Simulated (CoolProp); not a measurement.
Saturated liquid density (kg/m³) of sulfur dioxide: the reference equation beside estimates from Tc = 157.5 °C, pc = 78.87 bar, ω = 0.256. Rackett uses Z = 0.29056 − 0.08775 ω.

Computed with CoolProp (reference Helmholtz-energy equation of state, Gao 2016).

| T (°C) | reference | Rackett | van der Waals | Redlich-Kwong |
|---|---|---|---|---|
| -9.85 | 1461 | 1438 | 863.0 | 1269 |
| 8.65 | 1412 | 1391 | 836.2 | ? |
| 27.25 | ? | 1341 | 807.1 | 1171 |
| 45.85 | ? | ? | ? | 1115 |
| 64.35 | 1247 | 1231 | 741.3 | ? |
| 82.95 | 1182 | 1169 | 702.7 | 983.4 |
| 101.45 | 1107 | 1098 | 659.0 | 904.7 |
| 120.05 | 1016 | 1013 | 606.6 | 811.1 |

Task: Complete the blanks.

Result: 
- 8.65, Redlich-Kwong: 1222
- 27.25, reference: 1360
- 45.85, reference: 1306
- 45.85, Rackett: 1288
- 45.85, van der Waals: 775.6
- 64.35, Redlich-Kwong: 1053

Absolute difference from the reference over all 8 rows, mean and median: Rackett 1.2 and 1.3 %, van der Waals 40.6 and 40.6 %, Redlich-Kwong 15.7 and 15.1 %.
